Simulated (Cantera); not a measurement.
# Thermodynamics of nitride etching, feed Si3N4 + H2

Charge: 1 mol Si3N4, 39 mol H2, held at 0.00133 bar.

Equilibrium computed with Cantera from the NASA thermochemical tables; the gas is ideal and each condensed phase is pure. Candidate condensed phases: Si, Si3N4; 18 gas species. Mutual solubility and eutectic melting of coexisting phases are not modelled. Equilibrium is a limit: real reactors are often held back by kinetics, nucleation or transport.

```csv
T (°C),x H2,x N2,x H,x SiH2,x Si,x NH3,x SiH,n Si3N4(s),n Si(s)
700,1.00,3.53e-9,2.96e-8,4.19e-11,<1e-12,5.54e-11,<1e-12,1.00,0
725,1.00,1.12e-8,5.89e-8,8.84e-11,<1e-12,8.32e-11,<1e-12,1.00,0
750,1.00,3.36e-8,1.13e-7,1.80e-10,<1e-12,1.23e-10,<1e-12,1.000,0
775,1.00,9.56e-8,2.12e-7,3.55e-10,1.57e-12,1.77e-10,2.61e-12,1.000,0
800,1.000,2.59e-7,3.84e-7,6.77e-10,5.18e-12,2.51e-10,7.04e-12,1.000,0
825,1.000,6.70e-7,6.77e-7,1.25e-9,1.62e-11,3.51e-10,1.81e-11,1.000,0
850,1.000,1.66e-6,1.17e-6,2.26e-9,4.83e-11,4.82e-10,4.48e-11,1.000,0
875,1.000,3.95e-6,1.96e-6,3.97e-9,1.37e-10,6.53e-10,1.06e-10,1.000,0
900,1.000,9.07e-6,3.23e-6,6.81e-9,3.71e-10,8.73e-10,2.43e-10,1.000,0.000530
925,1.000,2.01e-5,5.21e-6,1.14e-8,9.66e-10,1.15e-9,5.36e-10,1.000,0.00117
950,1.000,4.30e-5,8.23e-6,1.87e-8,2.41e-9,1.50e-9,1.14e-9,0.999,0.00252
```
x: gas mole fraction; n: condensed amount in mol.

From 700 °C to 875 °C the condensed part is Si3N4(s). From 900 °C to 950 °C the condensed part is Si(s) + Si3N4(s).
